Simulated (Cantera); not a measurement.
Feed: 1 mol Na₂CO₃, 6.8 mol H₂O, 0.84 mol O₂, equilibrated at 75.0 Torr.

Equilibrium computed with Cantera from the NASA thermochemical tables; the gas is ideal and each condensed phase is pure. Candidate condensed phases: C, C₆H₆, C₇H₈, C₈H₁₈, H₂O, Na, NaOH, NaO₂, Na₂CO₃, Na₂O, Na₂O₂; 117 gas species. The numbers say what is thermodynamically allowed, not how fast it happens.

At 1225 K, list the 6 most abundant gas species with their mole fractions, and the condensed phases.

H₂O 0.875, O₂ 0.109, NaOH 0.0109, CO₂ 0.00552, Na₂(OH)₂ 9.00e-5, OH 1.86e-5. Condensed: Na₂CO₃(l).
